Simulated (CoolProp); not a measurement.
Aqueous potassium formate as a coolant, at 38 °C, 1 atm.

Computed with CoolProp (Melinder's fits for secondary coolants).

| mass % | freezing point (°C) | conductivity (W/(m K)) | Prandtl number | density (kg/m³) | cp (kJ/(kg K)) |
|---|---|---|---|---|---|
| 1.3 | -0.5 | 0.624 | 4.64 | 1002 | 4.129 |
| 4.8 | -2.2 | 0.614 | 4.90 | 1023 | 4.001 |
| 8.4 | -4.0 | 0.606 | 5.06 | 1045 | 3.874 |
| 11.9 | -6.0 | 0.598 | 5.21 | 1065 | 3.752 |
| 15.4 | -8.3 | 0.591 | 5.39 | 1087 | 3.633 |
| 19 | -10.9 | 0.585 | 5.64 | 1109 | 3.514 |
| 22.5 | -13.7 | 0.578 | 5.94 | 1132 | ? |
| 26 | -16.9 | 0.572 | 6.30 | 1155 | 3.292 |
| 29.6 | -20.7 | 0.564 | ? | ? | ? |
| 33.1 | -24.9 | 0.556 | 7.07 | ? | 3.088 |
| 36.6 | -29.7 | 0.547 | 7.46 | 1229 | 2.996 |

Question: Some entries are withheld; supply them.

Answer: 
- 22.5, cp (kJ/(kg K)): 3.401
- 29.6, Prandtl number: 6.69
- 29.6, density (kg/m³): 1180
- 29.6, cp (kJ/(kg K)): 3.186
- 33.1, density (kg/m³): 1204
